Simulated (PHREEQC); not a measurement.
A solution holds 0.0051 mol/kgw NaOH and 0.0087 mol/kgw Na2SiO3, at 25 °C. Closed to the air; pH follows from the charge balance.

Model: ion-association model, wateq4f.dat, run in PHREEQC.

### Question
The ionic strength comes out as 0.0234 mol/kgw. What activity coefficients do Na+, H2SiO4-2, OH-, H3SiO4- get?

### Answer
Na+ 0.86, H2SiO4-2 0.57, OH- 0.86, H3SiO4- 0.86.

This is a speciation only: nothing precipitates in the calculation.
